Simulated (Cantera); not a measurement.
A perfectly stirred reactor is fed with C2H6 : N2 = 0.15 : 98 (molar parts), at 1.00 bar; it is held at 1350 K, and followed from long to short residence time.

Cantera simulation using GRI-Mech 3.0 (53 species, 325 reactions); the numbers are that mechanism's predictions, not measurements. GRI-Mech 3.0 stops at C3 and has no aromatics, soot or wall deposition, so with more carbon than oxygen in the feed, carbon stays in small species such as C2H2 where larger ones or solid carbon would form.

Problem. Predict: x(C2H6) at τ = 11.0 s; x(CH3) at τ = 11.0 s; x(CH4) at τ = 11.0 s; x(C2H4) at τ = 11.0 s; x(C2H6) at τ = 0.310 s; x(CH2) at τ = 0.310 s; x(CH3) at τ = 0.310 s; x(CH4) at τ = 0.310 s; x(C2H4) at τ = 0.310 s.

Solution. 
```json
{
  "x(C2H6) at τ = 11.0 s": "5.29e-6",
  "x(CH3) at τ = 11.0 s": "2.30e-6",
  "x(CH4) at τ = 11.0 s": "0.000727",
  "x(C2H4) at τ = 11.0 s": "2.97e-5",
  "x(C2H6) at τ = 0.310 s": "4.78e-5",
  "x(CH2) at τ = 0.310 s": "2.60e-9",
  "x(CH3) at τ = 0.310 s": "6.14e-6",
  "x(CH4) at τ = 0.310 s": "0.000412",
  "x(C2H4) at τ = 0.310 s": "0.000212"
}
```
